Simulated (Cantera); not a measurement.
An adiabatic, constant-pressure homogeneous reactor starts with 5.25 % CH4, 6.83 % H2, 10.7 % O2, 77.2 % N2, at 1750 K and 680000 Pa.

Cantera simulation using GRI-Mech 3.0 (53 species, 325 reactions); the numbers are that mechanism's predictions, not measurements.

One state of this run: T (K) = 2743; x CH4 = <1e-12; x H2 = 0.0343; x O2 = 0.000683; x CH3 = 1.37e-12; x H = 0.00477; x HO2 = 6.46e-7; x HCN = 1.95e-8. x: mole fraction; the columns are a selection and need not sum to one.

Question: Which value of t (s) does it belong to?
A) 4.00e-6
B) 9.59e-6
C) 2.30e-5
D) 0.348

Answer: D, 0.348
